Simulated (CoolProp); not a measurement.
Vapour-liquid equilibrium of toluene (1) + n-dodecane (2) at 73.05 °C; x and y are mole fractions of (1).

Values from CoolProp's multi-fluid Helmholtz-energy mixture model, Lemmon 2006 and Lemmon 2004; pair parameters Bell 2016.

```json
[
 {"x": "0.05", "bubble pressure (kPa)": "1.741", "y at the bubble point": "0.728", "dew pressure at overall composition x (kPa)": "___", "liquid density (mol/L)": "4.291"},
 {"x": "0.15", "bubble pressure (kPa)": "4.612", "y at the bubble point": "___", "dew pressure at overall composition x (kPa)": "0.5834", "liquid density (mol/L)": "___"},
 {"x": "0.25", "bubble pressure (kPa)": "7.782", "y at the bubble point": "0.953", "dew pressure at overall composition x (kPa)": "0.6591", "liquid density (mol/L)": "4.845"},
 {"x": "0.35", "bubble pressure (kPa)": "11.03", "y at the bubble point": "0.971", "dew pressure at overall composition x (kPa)": "0.7575", "liquid density (mol/L)": "___"},
 {"x": "0.45", "bubble pressure (kPa)": "___", "y at the bubble point": "0.981", "dew pressure at overall composition x (kPa)": "0.8904", "liquid density (mol/L)": "5.538"},
 {"x": "0.55", "bubble pressure (kPa)": "17.28", "y at the bubble point": "0.987", "dew pressure at overall composition x (kPa)": "1.080", "liquid density (mol/L)": "5.955"},
 {"x": "0.65", "bubble pressure (kPa)": "20.22", "y at the bubble point": "0.991", "dew pressure at overall composition x (kPa)": "___", "liquid density (mol/L)": "___"},
 {"x": "0.75", "bubble pressure (kPa)": "23.09", "y at the bubble point": "___", "dew pressure at overall composition x (kPa)": "1.882", "liquid density (mol/L)": "6.988"},
 {"x": "0.85", "bubble pressure (kPa)": "25.96", "y at the bubble point": "0.997", "dew pressure at overall composition x (kPa)": "2.997", "liquid density (mol/L)": "7.640"},
 {"x": "0.95", "bubble pressure (kPa)": "28.89", "y at the bubble point": "0.999", "dew pressure at overall composition x (kPa)": "7.468", "liquid density (mol/L)": "8.416"}
]
```

What belongs in the gaps?


- 0.05, dew pressure at overall composition x (kPa): 0.5232
- 0.15, y at the bubble point: 0.909
- 0.15, liquid density (mol/L): 4.553
- 0.35, liquid density (mol/L): 5.171
- 0.45, bubble pressure (kPa): 14.22
- 0.65, dew pressure at overall composition x (kPa): 1.372
- 0.65, liquid density (mol/L): 6.434
- 0.75, y at the bubble point: 0.994

No azeotrope shows between x = 0.05 and 0.95.

Pair parameters are fitted to limited data, so mixtures are less certain than the pure fluids. The gap from Raoult's law changes sign with composition, which may be real or a fault of the pair parameters; it wasn't checked against measurements.
